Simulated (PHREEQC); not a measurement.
Solution (5 °C and 50 atm): 170 mmol/kgw Pb(NO3)2, 2.6 mmol/kgw NaNO3 and 0.044 mmol/kgw Cu(NO3)2. Closed to the air; pH follows from the charge balance.

Equilibrium calculation in PHREEQC: ion-association model, phreeqc.dat.

```tsv
quantity	before	after
pH	4.22	5.30
ionic strength (mol/kgw)	0.340	0.00500
NO3- (mol/kgw)	0.256	0.00336
PbNO3+ (mol/kgw)	0.0863	6.21e-5
Pb+2 (mol/kgw)	0.0836	0.00163
Pb2OH+3 (mol/kgw)	6.63e-5	2.43e-7
```

Question: Which change was made?
(A) diluted 100-fold with water
(B) NaNO3 left out
(C) diluted 5-fold with water
(D) Pb(NO3)2 from 0.17 to 0.034 mol/kgw
(E) Cu(NO3)2 left out

Answer: A, diluted 100-fold with water

This is a speciation only: nothing precipitates in the calculation. Under pressure, the constants of complexes without a molar volume in the database are unreliable. At this temperature some constants are extrapolated from 25 °C, and those without enthalpy data are left unchanged.
